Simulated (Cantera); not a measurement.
A Cantera script and what it prints.

```python
import numpy as np
import cantera as ct

gas_names = """
    N NO NO2 NO3 N2 N2O O O2 O3 Si SiN SiO SiO2 Si2 Si2N Si3
""".split()
cond_names = """
    Si(cr) Si(L) SiO2(Lqz) SiO2(hqz) SiO2(L) Si2N2O(s) Si3N4(a)
""".split()


# ... load() reads the species with a 1 bar reference pressure and builds the phases ...
atoms = {
    'Si3N4': {'Si': 3, 'N': 4},
    'O2': {'O': 2},
}
top_T = {'Si2N2O(s)': 2100, 'Si3N4(a)': 2400}  # K; cautious upper limits of use, not melting points


# ... equilibrate(T, P, feed) seeds the gas with the atoms and calls Mixture.equilibrate('TP', solver="vcs", rtol=1e-11, max_steps=5000) ...
results = []
feed = {'Si3N4': 1, 'O2': 1.1}  # mol
P = 1333.22  # Pa
for T in [1375, 1425, 1475, 1525, 1575, 1625, 1675, 1725, 1775, 1825]:
    mix = equilibrate(T, P, feed)
    results.append((T, P, feed, dict(zip(mix.species_names, mix.species_moles))))

top = {s: max(r[3][s] / sum(r[3][g] for g in gas_names) for r in results) for s in gas_names}
cols = sorted((s for s in top if top[s] > 0.0001), key=lambda s: -top[s])[:5]
seen = [c for c in cond_names if any(r[3].get(c, 0) > 1e-12 for r in results)]
print("log10 of partial pressures in bar; condensed amounts in mol")
print(f"{'T/K':>10s}" + "".join(f"{s[:9]:>10s}" for s in cols + seen))
for T, P, feed, n in results:
    ng = sum(n[g] for g in gas_names)
    print(f"{T:10.4g}" + "".join(f"{np.log10(max(n[s] / ng * P / 1e5, 1e-99)):10.3f}" for s in cols)
          + "".join(f"{n.get(c, 0):10.4g}" for c in seen))
```

Output:

```
log10 of partial pressures in bar; condensed amounts in mol
       T/K        N2       SiO SiO2(hqz)   SiO2(L) Si2N2O(s)
      1375    -1.875    -6.619    0.4667         0     1.267
      1425    -1.875    -5.948    0.4666         0     1.267
      1475    -1.875    -5.324    0.4666         0     1.267
      1525    -1.876    -4.741    0.4663         0     1.266
      1575    -1.877    -4.197    0.4655         0     1.265
      1625    -1.882    -3.685    0.4628         0     1.263
      1675    -1.896    -3.202    0.4544         0     1.254
      1725    -1.939    -2.740         0    0.4259     1.226
      1775    -2.103    -2.264         0    0.2473     1.047
      1825    -2.211    -2.144         0         0    0.7999
```

Equilibrium computed with Cantera from the NASA thermochemical tables; the gas is ideal and each condensed phase is pure. Mutual solubility and eutectic melting of coexisting phases are not modelled. The tables hold silica as quartz up to 1696 K and as liquid above; real silica turns to tridymite and cristobalite and melts near 1996 K.
